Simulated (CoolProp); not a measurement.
The fluid at 298.15 K and 0.0161 MPa expands adiabatically to 0.00157 MPa with isentropic efficiency 1. The same conditions are run with several fluids, on thermodynamics alone (safety and materials aside).

Values from CoolProp's reference Helmholtz-energy equation of state of each fluid (n-hexane: Thol 2019; R125: Lemmon 2005; R365MFC: Lemmon 2016; R13: Platzer 1990). The equations of Platzer and Polt are older, rougher fits.

Rank n-hexane, R125, R365MFC, R13 by work (kJ/kg), highest first.

n-hexane (62.0), R13 (47.5), R125 (43.2), R365MFC (36.3)

```tsv
fluid	final temperature (K)	final density (kg/m³)
n-hexane	257.9	0.0632
R125	239.4	0.0947
R365MFC	259.3	0.108
R13	217.2	0.0909
```
